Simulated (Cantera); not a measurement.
An adiabatic, constant-volume homogeneous reactor starts with 11.8 % H2, 7.35 % O2, 80.9 % N2, equivalence ratio 0.80, at 1200 K and 1000000 Pa.

Cantera simulation using the H2/O2 subset of GRI-Mech 3.0, which has no nitrogen chemistry; the numbers are that mechanism's predictions, not measurements. The hydrogen kinetics of GRI-Mech 3.0 are dated; newer H2 mechanisms differ, most at raised pressure.

Q: Predict: time of steepest temperature rise; temperature at 3.00 s; equilibrium temperature; x(H2) at 3.00 s; x(O2) at 3.00 s; x(H) at 3.00 s; x(HO2) at 3.00 s; x(O) at 3.00 s; x(H2O) at 3.00 s.

A: 
```json
{
  "time_of_steepest_temperature_rise": "99.0 µs",
  "temperature at 3.00 s": "2247 K",
  "equilibrium_temperature": "2247 K",
  "x(H2) at 3.00 s": "0.000364 (gas-phase equilibrium 0.000364)",
  "x(O2) at 3.00 s": "0.0153 (gas-phase equilibrium 0.0153)",
  "x(H) at 3.00 s": "3.34e-5 (gas-phase equilibrium 3.34e-5)",
  "x(HO2) at 3.00 s": "2.20e-6 (gas-phase equilibrium 2.20e-6)",
  "x(O) at 3.00 s": "0.000107 (gas-phase equilibrium 0.000107)",
  "x(H2O) at 3.00 s": "0.124 (gas-phase equilibrium 0.124)"
}
```
